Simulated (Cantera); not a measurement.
Input (Python, Cantera) and output of one run.

```python
import numpy as np
import cantera as ct

gas_names = """
    H HO2 H2 H2O H2O2 O OH O2 O3 P PH PH3 PO PO2 P2 P4 P4O10
""".split()
cond_names = """
    H2O(s) H2O(L) P(cr) P(L) P4O10(s)
""".split()


# ... load() reads the species with a 1 bar reference pressure and builds the phases ...
atoms = {
    'PH3': {'P': 1, 'H': 3},
    'H2': {'H': 2},
    'O2': {'O': 2},
}
top_T = {'P4O10(s)': 690}  # K; cautious upper limits of use, not melting points


# ... equilibrate(T, P, feed) seeds the gas with the atoms and calls Mixture.equilibrate('TP', solver="vcs", rtol=1e-11, max_steps=5000) ...
results = []
T = 2498.15  # K
P = 30000  # Pa
for m in [0.53, 0.94, 1.4, 1.8, 2.2, 2.6, 3]:
    feed = {'PH3': 1, 'H2': 8.8, 'O2': m}  # mol
    mix = equilibrate(T, P, feed)
    results.append((T, P, feed, dict(zip(mix.species_names, mix.species_moles))))

top = {s: max(r[3][s] / sum(r[3][g] for g in gas_names) for r in results) for s in gas_names}
cols = sorted((s for s in top if top[s] > 1e-06), key=lambda s: -top[s])[:9]
seen = [c for c in cond_names if any(r[3].get(c, 0) > 1e-12 for r in results)]
print("log10 of partial pressures in bar; condensed amounts in mol")
print(f"{'n(O2)':>10s}" + "".join(f"{s[:9]:>10s}" for s in cols + seen))
for T, P, feed, n in results:
    ng = sum(n[g] for g in gas_names)
    print(f"{feed['O2']:10.4g}" + "".join(f"{np.log10(max(n[s] / ng * P / 1e5, 1e-99)):10.3f}" for s in cols)
          + "".join(f"{n.get(c, 0):10.4g}" for c in seen))
```

Output:

```
log10 of partial pressures in bar; condensed amounts in mol
     n(O2)        H2       H2O        PO         H       PO2        P2        OH         P        PH
      0.53    -0.597    -1.865    -1.888    -1.901    -3.165    -2.219    -3.854    -3.194    -3.774
      0.94    -0.625    -1.572    -1.739    -1.916    -2.696    -2.563    -3.547    -3.366    -3.961
       1.4    -0.662    -1.349    -1.703    -1.934    -2.399    -3.009    -3.306    -3.589    -4.202
       1.8    -0.698    -1.206    -1.716    -1.952    -2.234    -3.396    -3.145    -3.782    -4.414
       2.2    -0.740    -1.095    -1.748    -1.973    -2.113    -3.764    -3.013    -3.966    -4.618
       2.6    -0.785    -1.006    -1.790    -1.996    -2.019    -4.118    -2.900    -4.143    -4.818
         3    -0.837    -0.931    -1.839    -2.022    -1.942    -4.469    -2.800    -4.319    -5.019
```

These are equilibrium values from Cantera (NASA tables, ideal gas, pure condensed phases), not measurements of a reactor. Gases not in the tables: HPO2, HPO3 and P4O6.
